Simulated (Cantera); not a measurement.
Feed: 1 mol SiO₂, 0.025 mol Si, 2.9 mol N₂, at 1200 Pa.

Cantera equilibrium calculation (NASA polynomials, part measured and part estimated; ideal gas, pure solids and liquids). Candidate condensed phases: Si, SiO₂, Si₂N₂O, Si₃N₄; 16 gas species. The tables hold silica as quartz up to 1696 K and as liquid above; real silica turns to tridymite and cristobalite and melts near 1996 K. Kinetics and transport are ignored.

Task: Which condensed phases are stable at each of these points (T (°C)): 1650, 1800, 1950, 2100, 2250, 2400, 2550?

Result: 
```tsv
T (°C)	condensed phases	Si condensed (%)
1650	SiO₂(condensed)	95.1
1800	SiO₂(l)	95.0
1950	SiO₂(l)	91.8
2100	SiO₂(l)	60.1
2250	gas only	0.0
2400	gas only	0.0
2550	gas only	0.0
```

At 1650 °C the condensed part is SiO₂(condensed). From 1800 °C to 2100 °C the condensed part is SiO₂(l). From 2250 °C to 2550 °C nothing is condensed.
